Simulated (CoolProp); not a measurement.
A Linde-Hampson liquefier for dry air: isothermal reversible compression at 290 K from 1 atm to 10 MPa, throttling to 1 atm, return gas leaving the recuperator 0 K below the feed. Each further row changes one setting.

The numbers come from the reference Helmholtz-energy equation of state, Lemmon 2000 in CoolProp. It is a pseudo-pure fit of the blend.

```json
[
 {"case": "as stated", "liquid yield per pass": "0.052", "compression work (kJ/kg of gas)": "380"},
 {"case": "high pressure 20 MPa", "liquid yield per pass": "___", "compression work (kJ/kg of gas)": "___"},
 {"case": "warm-end temperature 320 K", "liquid yield per pass": "___", "compression work (kJ/kg of gas)": "___"},
 {"case": "warm-end gap 5 K", "liquid yield per pass": "___", "compression work (kJ/kg of gas)": "380"}
]
```

Question: What belongs in the gaps?

Answer: 
- high pressure 20 MPa, liquid yield per pass: 0.089
- high pressure 20 MPa, compression work (kJ/kg of gas): 438
- warm-end temperature 320 K, liquid yield per pass: 0.039
- warm-end temperature 320 K, compression work (kJ/kg of gas): 421
- warm-end gap 5 K, liquid yield per pass: 0.041
